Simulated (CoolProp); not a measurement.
Hydrogen chloride along the isotherm -6.35 °C: fugacity coefficient from the reference equation and from simpler models built on Tc = 51.5 °C, pc = 8.314 MPa, ω = 0.130; each cubic takes its own stable root.

Model: reference Helmholtz-energy equation of state, Thol 2018, in CoolProp.

```csv
p (MPa),phase,reference
0.52,gas,0.9565
1.04,gas,0.9132
1.56,gas,0.8700
2.08,gas,0.8264
2.6,liquid,0.6921
3.12,liquid,0.5820
3.64,liquid,0.5033
4.16,liquid,0.4443
```

**Question.** How far does each simpler model (van der Waals, Redlich-Kwong, Soave-Redlich-Kwong, Peng-Robinson) lie from the reference over these 8 states: mean and median of the absolute difference, and the worst?

**Answer.** 
- van der Waals: mean 24.2 %, median 14.9 %, worst +57.2 % at -6.35 °C and 4.16 MPa
- Redlich-Kwong: mean 7.9 %, median 8.4 %, worst +14.2 % at -6.35 °C and 4.16 MPa
- Soave-Redlich-Kwong: mean 3.2 %, median 3.7 %, worst +5.1 % at -6.35 °C and 4.16 MPa
- Peng-Robinson: mean 1.7 %, median 2.0 %, worst +2.6 % at -6.35 °C and 4.16 MPa

At some of these states van der Waals gives the other phase, because its saturation line lies elsewhere.
